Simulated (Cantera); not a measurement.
# Hydrocarbon pyrolysis for carbon deposition

An isothermal, constant-pressure homogeneous reactor starts with 81.3 % C3H8, 18.7 % H2, at 1748 K and 0.0263 atm.

Computed with Cantera and GRI-Mech 3.0 (53 species, 325 reactions). GRI-Mech 3.0 was tuned for natural gas; its chemistry of propane as a main component is partial and can be far from experiment. GRI-Mech 3.0 stops at C3 and has no aromatics, soot or wall deposition, so with more carbon than oxygen in the feed, carbon stays in small species such as C2H2 where larger ones or solid carbon would form. Radical loss at walls, strong at low pressure, is not modelled.

```csv
t (s),x C3H8,x H2,x C2H6,x CH2,x CH4,x C2H
1.00e-5,0.741,0.185,0.000515,1.55e-5,0.00314,2.70e-11
3.40e-5,0.514,0.194,0.00523,9.17e-5,0.0326,1.90e-8
0.000115,0.0731,0.256,0.0202,0.000111,0.154,3.29e-6
0.000392,0.000109,0.388,0.00303,2.28e-5,0.199,7.52e-6
0.00133,4.95e-7,0.457,0.000302,4.54e-6,0.179,3.19e-6
0.00452,6.10e-8,0.495,7.72e-5,1.63e-6,0.162,1.94e-6
0.0153,4.98e-8,0.524,6.74e-5,1.79e-6,0.138,2.36e-6
0.0521,1.72e-8,0.569,3.33e-5,1.60e-6,0.0870,2.78e-6
0.177,1.50e-9,0.615,6.49e-6,1.05e-6,0.0342,3.36e-6
0.601,3.86e-11,0.637,5.45e-7,4.69e-7,0.00874,4.09e-6
2.04,<1e-12,0.642,3.94e-8,1.43e-7,0.00221,4.31e-6
6.94,<1e-12,0.644,7.66e-9,5.64e-8,0.000843,4.33e-6
23.6,<1e-12,0.644,6.02e-9,4.73e-8,0.000704,4.34e-6
80.0,<1e-12,0.644,6.02e-9,4.73e-8,0.000704,4.34e-6
```
x: mole fraction; the columns are a selection and need not sum to one.

Equilibrium at this temperature and pressure: C3H8 <1e-12, H2 0.644, C2H6 6.02e-9, CH2 4.73e-8, CH4 0.000704, C2H 4.34e-6 (gas phase only).
